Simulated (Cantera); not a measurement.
An isothermal, constant-pressure homogeneous reactor starts with NH₃ : N₂ = 1 : 0.13 (molar parts), at 2025 K and 0.0170 bar.

Computed with Cantera and the gas-phase N/H chemistry of the illustrative SiF4/NH3 mechanism in the Surface Chemkin manual (1991). Walls and surfaces, which speed up NH3 decomposition in real reactors, are not modelled.

Question: Predict: x(NH₃) at 3.00 s; x(H) at 3.00 s; x(NH) at 3.00 s; x(NH₂) at 3.00 s; x(N₂) at 3.00 s; x(N) at 3.00 s.

Answer: 
```json
{
 "x(NH₃) at 3.00 s": "0.0422 (gas-phase equilibrium 1.02e-7)",
 "x(H) at 3.00 s": "0.00110 (gas-phase equilibrium 0.0124)",
 "x(NH) at 3.00 s": "1.05e-5 (gas-phase equilibrium 3.08e-9)",
 "x(NH₂) at 3.00 s": "0.000203 (gas-phase equilibrium 5.36e-9)",
 "x(N₂) at 3.00 s": "0.287 (gas-phase equilibrium 0.294)",
 "x(N) at 3.00 s": "1.64e-6 (gas-phase equilibrium 5.33e-9)"
}
```
